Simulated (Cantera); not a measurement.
An isothermal, constant-pressure homogeneous reactor starts with CH4 : H2 = 1 : 7.1 (molar parts), at 1425 K and 100000 Pa. Integrator tolerance rtol = 1e-08.

Computed with Cantera and GRI-Mech 3.0 (53 species, 325 reactions). GRI-Mech 3.0 stops at C3 and has no aromatics, soot or wall deposition, so with more carbon than oxygen in the feed, carbon stays in small species such as C2H2 where larger ones or solid carbon would form.

Question: What does this change do: pressure from 100000 Pa to 59.0 Pa?

Answer: 
```
quantity                                              before                                     after
-----------------  -----------------------------------------  ----------------------------------------
x(CH4) at 9.00 s         0.109 (gas-phase equilibrium 0.109)    0.123 (gas-phase equilibrium 0.000252)
x(H2) at 9.00 s          0.885 (gas-phase equilibrium 0.885)       0.877 (gas-phase equilibrium 0.945)
x(C2H4) at 9.00 s    0.00237 (gas-phase equilibrium 0.00238)   6.32e-5 (gas-phase equilibrium 1.90e-5)
x(H) at 9.00 s       6.46e-6 (gas-phase equilibrium 6.46e-6)  4.94e-5 (gas-phase equilibrium 0.000275)
x(CH3) at 9.00 s     1.59e-5 (gas-phase equilibrium 1.59e-5)  0.000139 (gas-phase equilibrium 1.47e-6)
x(C2H6) at 9.00 s    3.31e-5 (gas-phase equilibrium 3.31e-5)  1.91e-6 (gas-phase equilibrium 1.67e-10)
x(C2H) at 9.00 s   3.63e-11 (gas-phase equilibrium 3.64e-11)  1.46e-12 (gas-phase equilibrium 1.84e-8)
```
Radical loss at walls, strong at low pressure, is not modelled.
